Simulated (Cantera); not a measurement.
A freely propagating, adiabatic, planar premixed flame of CH4 : O2 : N2 = 1 : 1.43 : 5.37 (molar parts), unburnt at 675 K and 1.01 bar; mixture-averaged transport, grid criteria slope 0.08 and curve 0.16, no radiation.

Cantera simulation using GRI-Mech 3.0 (53 species, 325 reactions); the numbers are that mechanism's predictions, not measurements. Burning velocities carry a grid error of a few per cent, more on coarse grids.

Task: What does this change do: inlet temperature 675 to 448 K?

Result: 
| quantity | before | after |
|---|---|---|
| laminar burning velocity | 101 cm/s | 35.4 cm/s |
| thermal thickness | 0.424 mm | 0.663 mm |
| peak x(C2H2) | 0.00168 | 0.00173 |
| peak x(CH2) | 0.000105 | 5.41e-5 |

Task: What does this change do: inlet temperature 675 to 450 K?

Result: 
| quantity | before | after |
|---|---|---|
| laminar burning velocity | 101 cm/s | 35.7 cm/s |
| thermal thickness | 0.424 mm | 0.660 mm |
| peak x(C2H2) | 0.00168 | 0.00173 |
| peak x(CH2) | 0.000105 | 5.44e-5 |
